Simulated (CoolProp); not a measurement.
Vapour-liquid equilibrium of cyclopentane (1) + octamethylcyclotetrasiloxane (D4) (2) at 86.25 °C; x and y are mole fractions of (1).

Computed with CoolProp (multi-fluid Helmholtz-energy mixture model, Gedanitz 2015 and Thol 2015; pair parameters Bell 2016).

```
x     bubble pressure, mixture model (MPa)  bubble pressure, Raoult's law (MPa)  y, mixture model  y, Raoult's law
----  ------------------------------------  -----------------------------------  ----------------  ---------------
0.05                                   [?]                              0.01942             0.681            0.764
0.2                                    [?]                              0.06323             0.914            0.939
0.35                                   [?]                               0.1070               [?]            0.971
0.5                                    [?]                               0.1509             0.980            0.984
0.65                                0.1726                               0.1947               [?]            0.991
0.8                                 0.2252                               0.2385             0.996            0.996
0.95                                   [?]                               0.2823             0.999            0.999
```

Problem. Complete the blanks.

Solution. 
- 0.05, bubble pressure, mixture model (MPa): 0.01453
- 0.2, bubble pressure, mixture model (MPa): 0.04646
- 0.35, bubble pressure, mixture model (MPa): 0.08317
- 0.35, y, mixture model: 0.960
- 0.5, bubble pressure, mixture model (MPa): 0.1251
- 0.65, y, mixture model: 0.990
- 0.95, bubble pressure, mixture model (MPa): 0.2800

The largest gap from Raoult's law is -26.5 % in bubble pressure, at x = 0.2. No azeotrope shows between x = 0.05 and 0.95.

The pair parameters rest on a limited set of measurements; away from them the model extrapolates.
